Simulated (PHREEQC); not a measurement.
3.8 g of hydrous ferric oxide (600 m²/g; 0.2 weak and 0.005 strong sites per Fe, Dzombak-Morel constants, diffuse double layer) in 1 kg of water with 0.01 mol/kgw of an inert sodium salt, at 25 °C; the pH is set by adding NaOH or the inert anion's acid. Oxygen is held at 0.21 atm. CO2 from the air is kept out. No solid was allowed to form.

Computed with PHREEQC (ion-association model, wateq4f.dat).

```csv
pH,surface charge σ (C/m²),surface potential ψ (mV)
3,0.333,197
3.5,0.288,192
4,0.228,___
4.5,0.168,168
5,0.118,151
5.5,0.079,132
6,0.051,___
6.5,0.031,86
7,___,___
7.5,___,___
8,0.001,6
8.5,-0.005,-22
9,-0.013,-49
9.5,-0.024,-75
10,-0.041,-100
10.5,___,-122
11,-0.103,-142
```

Q: Some entries are withheld; supply them.

A: 
- 4, surface potential ψ (mV): 182
- 6, surface potential ψ (mV): 110
- 7, surface charge σ (C/m²): 0.017
- 7, surface potential ψ (mV): 60
- 7.5, surface charge σ (C/m²): 0.008
- 7.5, surface potential ψ (mV): 34
- 10.5, surface charge σ (C/m²): -0.066

The oxide is taken as insoluble; below pH 4 it would dissolve.
